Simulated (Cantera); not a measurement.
Standard-state values (1 bar) from the NASA 1993 polynomials, evaluated with Cantera. Values are per mole of reaction as written; species without (g) are pure solids or liquids, kept so even where they would boil at 1 bar.

**Question.** Between 425 and 550 K, where is each reaction favourable under standard conditions?
- 2 CH4(g) + 2 TiCl4 → C2H6(g) + 2 HCl(g) + 2 TiCl3

**Answer.** 
- 2 CH4(g) + 2 TiCl4 → C2H6(g) + 2 HCl(g) + 2 TiCl3: ΔG° is 45 kJ at 425 K and 47 kJ at 550 K; it stays positive (K < 1). ΔH° is 33 kJ and ΔS° -27 J/K at 550 K.
